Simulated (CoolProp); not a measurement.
Saturated liquid density (kg/m³) of C2F6 (R116): the reference equation beside estimates from Tc = 293.0 K, pc = 3048 kPa, ω = 0.257. Rackett uses Z = 0.29056 − 0.08775 ω.

Computed with CoolProp (reference Helmholtz-energy equation of state, Lemmon 2006). It is a short technical equation, of lower accuracy than the large ones.

```tsv
T (K)	reference	Rackett	van der Waals	Redlich-Kwong	Soave-Redlich-Kwong
191.6	1620	1703	1023	1496	1550
197.1	1596	1677	1008	1469	1525
202.7	1571	1650	992.4	1441	1499
208.2	1545	1623	976.3	1412	1472
213.8	1518	1594	959.2	1382	1442
219.3	1491	1565	941.8	1351	1412
224.9	1463	1534	923.3	1318	1380
230.5	1433	1502	903.9	1283	1345
236	1402	1469	883.9	1247	1309
241.6	1370	1435	862.5	1208	1270
247.1	1336	1399	840.3	1168	1229
252.7	1299	1360	816.1	1125	1184
258.2	1260	1318	790.7	1079	1136
263.8	1217	1273	762.6	1029	1083
```

Absolute difference from the reference over all 14 rows, mean and median: Rackett 4.9 and 4.8 %, van der Waals 37.0 and 36.9 %, Redlich-Kwong 10.7 and 10.2 %, Soave-Redlich-Kwong 6.6 and 5.9 %.
